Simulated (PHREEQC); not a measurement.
**Acid mine or pickling water: speciation**

Synthetic water in mg/L, 25 °C, pH 2.46, pe 10.3:

| constituent | mg/L |
|---|---|
| Na | 10.9 |
| K | 161 |
| Ca | 53.8 |
| Mg | 16.4 |
| Cl | 72.2 |
| S(6) as SO4 | 770 |
| O(0) (dissolved oxygen) | 1.46 |
| Li | 0.454 |
| Al | 25.1 |

Valence states are taken as typed.

The numbers come from PHREEQC with the ion-association model, phreeqc.dat.

Each row changes one thing in this solution. Precipitation was switched off in this run.

```
case                                              ionic strength (mol/kgw)  SO4-2 (mol/kgw)  HSO4- (mol/kgw)  Ca+2 (mol/kgw)  AlSO4+ (mol/kgw)  Mg+2 (mol/kgw)  SI of Gypsum (CaSO4:2H2O)  SI of Gibbsite (Al(OH)3)
------------------------------------------------  ------------------------  ---------------  ---------------  --------------  ----------------  --------------  -------------------------  ------------------------
as made                                                             0.0208          0.00537          0.00120         0.00101          0.000686        0.000473                      -1.16                     -4.95
temperature from 25 to 5 °C at the same typed pH                    0.0218       (withheld)         0.000880         0.00103          0.000662        0.000532                 (withheld)                     -6.08
all concentrations times 4 at the same typed pH                 (withheld)           0.0202       (withheld)         0.00326           0.00264         0.00145                 (withheld)                     -4.83
```

Question: Fill in the missing entries.

Answer: 
- temperature from 25 to 5 °C at the same typed pH, SO4-2 (mol/kgw): 0.00582
- temperature from 25 to 5 °C at the same typed pH, SI of Gypsum (CaSO4:2H2O): -1.09
- all concentrations times 4 at the same typed pH, ionic strength (mol/kgw): 0.0706
- all concentrations times 4 at the same typed pH, HSO4- (mol/kgw): 0.00355
- all concentrations times 4 at the same typed pH, SI of Gypsum (CaSO4:2H2O): -0.35

Complexes and solids missing from the database can't appear. At this temperature some constants are extrapolated from 25 °C, and those without enthalpy data are left unchanged.
